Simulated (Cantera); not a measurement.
Charge: 1 mol Si, 0.78 mol F₂, 0.1 mol H₂, held at 225 °C and 0.00133 bar.

Cantera equilibrium calculation (NASA polynomials, part measured and part estimated; ideal gas, pure solids and liquids). Candidate condensed phases: Si; 25 gas species. Kinetics and transport are ignored.

Base state: SiF₄ 0.794, H₂ 0.203, SiHF₃ 0.00288 (mole fractions); condensed: Si(s).

### Question
What changes in the equilibrium state with this change: pressure from 0.00133 bar to 1.10e-5 bar?

### Answer
| species | before | after |
|---|---|---|
| SiF₄ | 0.794 | 0.795 |
| H₂ | 0.203 | 0.204 |
| SiHF₃ | 0.00288 | 0.000871 |
| Si(s), mol | 0.610 | 0.610 |
